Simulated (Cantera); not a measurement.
A closed system holds: 1 mol SiH2Cl2, 0.54 mol O3, a varied amount of H2, equilibrated at 1775 K and 49.0 Pa.

These are equilibrium values from Cantera (NASA tables, ideal gas, pure condensed phases), not measurements of a reactor. Candidate condensed phases: H2O, Si, SiO2; 30 gas species. The tables hold silica as quartz up to 1696 K and as liquid above; real silica turns to tridymite and cristobalite and melts near 1996 K. Equilibrium is a limit: real reactors are often held back by kinetics, nucleation or transport.

**Question.** At 4.6 mol H2, list the 7 most abundant gas species with their mole fractions, and the condensed phases.

**Answer.** H2 0.614, HCl 0.275, SiO 0.0752, H2O 0.0223, H 0.0102, Cl 0.00352, OH 2.32e-5. Condensed: SiO2(condensed).
